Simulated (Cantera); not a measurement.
Source: NASA polynomial tables (part measured, part estimated), evaluated in Cantera. Values are per mole of reaction as written; species without (g) are pure solids or liquids, kept so even where they would boil at 1 bar.

O2(g) + 2 NO(g) ⇌ 2 NO2(g), with ΔH° = -114.2 kJ and ΔS° = -146.4 J/K at 300 K.

**Question.** How far is the shortcut ΔG° ≈ ΔH°(300 K) − T·ΔS°(300 K) from the full temperature-dependent value at 998, 1198, 1398, 1598, 1798, 1998, 2198, 2398, 2598, 2798 K?

**Answer.** 
| T (K) | shortcut (kJ) | full (kJ) | difference (kJ) | difference in log10 K |
|---|---|---|---|---|
| 998 | 31.9 | 35.3 | -3.3 | 0.17 |
| 1198 | 61.2 | 65.5 | -4.3 | 0.19 |
| 1398 | 90.5 | 95.6 | -5.1 | 0.19 |
| 1598 | 119.8 | 125.6 | -5.8 | 0.19 |
| 1798 | 149.0 | 155.4 | -6.4 | 0.19 |
| 1998 | 178.3 | 185.2 | -6.9 | 0.18 |
| 2198 | 207.6 | 214.8 | -7.2 | 0.17 |
| 2398 | 236.9 | 244.4 | -7.5 | 0.16 |
| 2598 | 266.2 | 273.8 | -7.7 | 0.15 |
| 2798 | 295.4 | 303.2 | -7.7 | 0.14 |
The shortcut ignores the heat-capacity change of the reaction.
